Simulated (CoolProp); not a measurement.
Oxygen at 420.28 K and 1.9 MPa flows at 0.052 m/s in a round tube of 1 mm bore and 0.25 µm roughness, fully developed (64/Re and Nu = 3.66 if laminar; Colebrook and Gnielinski if turbulent). Each further row changes one setting.

Model: reference Helmholtz-energy equation of state, Schmidt 1985, in CoolProp.

| case | Reynolds number | Darcy friction factor | pressure drop (Pa/m) | heat-transfer coefficient (W/(m² K)) | mass flow (kg/h) |
|---|---|---|---|---|---|
| as stated | 33.3 | 1.92 | 45.2 | 132 | 0.00256 |
| velocity 0.104 m/s | 66.6 | 0.961 | 90.3 | 132 | 0.00511 |
| diameter 2 mm | 66.6 | 0.961 | 11.3 | 66.0 | 0.0102 |

Above 300 K oxygen's equation is extrapolated.

Viscosity comes from a separate model (Lemmon 2004). Thermal conductivity comes from a separate model (Lemmon 2004).
